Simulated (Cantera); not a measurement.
An adiabatic, constant-pressure homogeneous reactor starts with CH₃OH : O₂ : N₂ : H₂O = 1 : 1 : 11 : 3.4 (molar parts), equivalence ratio 1.5, at 1450 K and 750 Torr.

Detailed kinetics in Cantera: GRI-Mech 3.0 (53 species, 325 reactions). GRI-Mech 3.0 was tuned for natural gas; its chemistry of methanol as a main component is partial and can be far from experiment.

x: mole fraction; the columns are a selection and need not sum to one.

| t (s) | T (K) | x CH₃OH | x O₂ | x H₂O | x H | x NO | x CH₄ | x C₂H₄ |
|---|---|---|---|---|---|---|---|---|
| 8.00e-6 | 1450 | 0.0609 | 0.0610 | 0.207 | 2.39e-7 | <1e-12 | 1.05e-6 | 7.20e-10 |
| 3.44e-5 | 1450 | 0.0608 | 0.0609 | 0.207 | 5.05e-7 | <1e-12 | 1.28e-5 | 1.44e-8 |
| 0.000148 | 1451 | 0.0568 | 0.0593 | 0.208 | 5.25e-6 | 4.09e-12 | 5.32e-5 | 6.49e-8 |
| 0.000635 | 1955 | <1e-12 | 0.00158 | 0.265 | 0.00623 | [?] | <1e-12 | <1e-12 |
| 0.00273 | 2030 | <1e-12 | 7.60e-5 | 0.273 | 0.00116 | 8.90e-6 | <1e-12 | <1e-12 |
| 0.0117 | 2039 | <1e-12 | 1.05e-5 | 0.274 | 0.000434 | 9.50e-6 | <1e-12 | <1e-12 |
| 0.0504 | 2039 | <1e-12 | 8.95e-6 | 0.274 | 0.000402 | [?] | <1e-12 | <1e-12 |
| 0.217 | 2039 | <1e-12 | 8.95e-6 | 0.274 | 0.000402 | [?] | <1e-12 | <1e-12 |
| 0.931 | 2039 | <1e-12 | 8.92e-6 | 0.274 | 0.000402 | [?] | <1e-12 | <1e-12 |
| 4.00 | 2039 | <1e-12 | 8.90e-6 | 0.274 | 0.000401 | [?] | <1e-12 | <1e-12 |

Some entries are withheld; supply them.


- 0.000635, x NO: 6.50e-6
- 0.0504, x NO: 1.06e-5
- 0.217, x NO: 1.52e-5
- 0.931, x NO: 3.13e-5
- 4.00, x NO: 4.92e-5
